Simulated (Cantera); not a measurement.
Charge: 1 mol V₂O₅, 0.31 mol H₂, 65 mol N₂, held at 675 °C and 26.3 Torr.

Cantera equilibrium calculation (NASA polynomials, part measured and part estimated; ideal gas, pure solids and liquids). Candidate condensed phases: H₂O, V, VN, VO, V₂O₃, V₂O₄, V₂O₅; 28 gas species. Condensed phases not in the tables: the oxides between V₂O₃ and V₂O₅ other than VO₂. Gases not in the tables: V₄O₁₀. Kinetics and transport are ignored.

Base state: N₂ 0.993, H₂O 0.00474, O₂ 0.00243 (mole fractions); condensed: V₂O₄(s) + V₂O₅(l).

Q: What changes in the equilibrium state with this change: temperature from 675 °C to 1200 °C?

A: 
```json
[
 {"species": "N₂", "before": "0.993", "after": "0.990"},
 {"species": "O₂", "before": "0.00243", "after": "0.00516"},
 {"species": "H₂O", "before": "0.00474", "after": "0.00472"},
 {"species": "NO", "before": "2.07e-6", "after": "0.000188"},
 {"species": "OH", "before": "6.51e-9", "after": "1.22e-5"},
 {"species": "V₂O₄(s), mol", "before": "0.628", "after": "1.000"},
 {"species": "V₂O₅(l), mol", "before": "0.372", "after": "0"}
]
```
